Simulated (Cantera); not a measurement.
## Ammonia decomposition in nitride growth gas

A perfectly stirred reactor is fed with 52.6 % NH3, 47.4 % N2, at 0.947 atm; it is held at 2000 K, and followed from long to short residence time.

Cantera simulation using the gas-phase N/H chemistry of the illustrative SiF4/NH3 mechanism in the Surface Chemkin manual (1991); the numbers are that mechanism's predictions, not measurements. Walls and surfaces, which speed up NH3 decomposition in real reactors, are not modelled.

```tsv
τ (s)	x NH3	x NH2	x H	x H2	x N2H4	x NH
7.6	0.00490	2.82e-5	0.00101	0.512	3.52e-10	1.86e-6
1.9	0.0135	6.29e-5	0.000804	0.503	1.76e-9	3.34e-6
0.46	0.0423	0.000145	0.000561	0.475	9.37e-9	5.63e-6
0.11	0.127	0.000316	0.000334	0.392	4.43e-8	8.56e-6
0.028	0.283	0.000553	0.000161	0.238	1.36e-7	1.09e-5
0.0068	0.433	0.000773	5.67e-5	0.0909	2.65e-7	1.10e-5
0.0017	0.499	0.000913	1.72e-5	0.0258	3.70e-7	8.86e-6
0.00041	0.520	0.000921	4.51e-6	0.00580	3.77e-7	6.45e-6
0.00010	0.525	0.000673	1.14e-6	0.000968	2.01e-7	3.69e-6
```
x: mole fraction; the columns are a selection and need not sum to one.
